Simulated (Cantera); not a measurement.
Input (Python, Cantera) and output of one run.

```python
import numpy as np
import cantera as ct

gas_names = """
    F F2 H HF H2 H2F2 H3F3 H4F4 H5F5 H6F6 H7F7 Si SiF SiF2 SiF3 SiF4 SiH SiHF3 SiH2 SiH2F2 SiH3 SiH3F
    SiH4 Si2 Si3
""".split()
cond_names = """
    Si(cr) Si(L)
""".split()


# ... load() reads the species with a 1 bar reference pressure and builds the phases ...
atoms = {
    'Si': {'Si': 1},
    'HF': {'H': 1, 'F': 1},
    'H2': {'H': 2},
}
top_T = {}  # K; cautious upper limits of use, not melting points


# ... equilibrate(T, P, feed) seeds the gas with the atoms and calls Mixture.equilibrate('TP', solver="vcs", rtol=1e-11, max_steps=5000) ...
results = []
feed = {'Si': 1, 'HF': 9.2, 'H2': 0.1}  # mol
T = 1348  # K
P = 84000  # Pa
mix = equilibrate(T, P, feed)
results.append((T, P, feed, dict(zip(mix.species_names, mix.species_moles))))
print(gas.report(threshold=0.001))
for i in range(1, mix.n_phases):
    print(f"{mix.phase(i).name:16s} {mix.phase_moles(i):12.5e} mol")
```

Output:

```
       temperature   1348 K
          pressure   84000 Pa
           density   0.19174 kg/m^3
  mean mol. weight   25.584 kg/kmol
   phase of matter   gas

                          1 kg             1 kmol
                     ---------------   ---------------
          enthalpy       -1.2721e+07       -3.2546e+08  J
   internal energy       -1.3159e+07       -3.3667e+08  J
           entropy            9426.8        2.4117e+05  J/K
    Gibbs function       -2.5429e+07       -6.5056e+08  J
 heat capacity c_p              1582             40473  J/K
 heat capacity c_v              1257             32158  J/K

                      mass frac. Y      mole frac. X     chem. pot. / RT
                     ---------------   ---------------   ---------------
                HF           0.48992           0.62651           -48.437
                H2          0.019937             0.253           -19.846
              SiF4           0.49009           0.12047           -188.22
     [  +22 minor]        4.4118e-05        1.7295e-05

Si(cr)            0.00000e+00 mol
```

Method: chemical equilibrium by Gibbs-energy minimisation in Cantera with the NASA 1993 tables (ideal gas, pure condensed phases).
